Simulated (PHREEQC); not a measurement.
# Spent oxide etchant: speciation

A solution holds 54 mmol/kgw HF, 32 mmol/kgw (NH4)2SiF6 and 120 mmol/kgw HCl, at 40 °C. Closed to the air; pH follows from the charge balance.

The numbers come from PHREEQC with the ion-association model, wateq4f.dat.

Each row changes one thing in this solution. This is a speciation only: nothing precipitates in the calculation.

| case | pH | ionic strength (mol/kgw) | HF (mol/kgw) | H2F2 (mol/kgw) | F- (mol/kgw) | HF2- (mol/kgw) |
|---|---|---|---|---|---|---|
| as made | 1.02 | 0.216 | 0.0466 | 0.00342 | 0.000374 | 7.71e-5 |
| (NH4)2SiF6 left out | 1.01 | 0.120 | 0.0468 | 0.00336 | 0.000334 | 6.75e-5 |
| HF from 0.054 to 0.0594 mol/kgw | 1.02 | 0.216 | 0.0507 | 0.00404 | 0.000407 | 9.11e-5 |
| temperature from 40 to 70 °C | 1.03 | 0.216 | 0.0519 | 0.00128 | 0.000238 | 5.68e-5 |
| HCl from 0.12 to 0.108 mol/kgw | 1.07 | 0.204 | 0.0466 | 0.00340 | 0.000411 | 8.42e-5 |
| (NH4)2SiF6 replaced by (NH4)2SO4 at the same molality | 1.12 | 0.164 | 0.0466 | 0.00337 | 0.000445 | 9.04e-5 |
| diluted 5-fold with water | 1.69 | 0.0432 | 0.0108 | 0.000175 | 0.000325 | 1.49e-5 |

Complexes and solids missing from the database can't appear. Constants without temperature data keep their 25 °C values here. SiF6-2 is the database's only silicon fluoride.
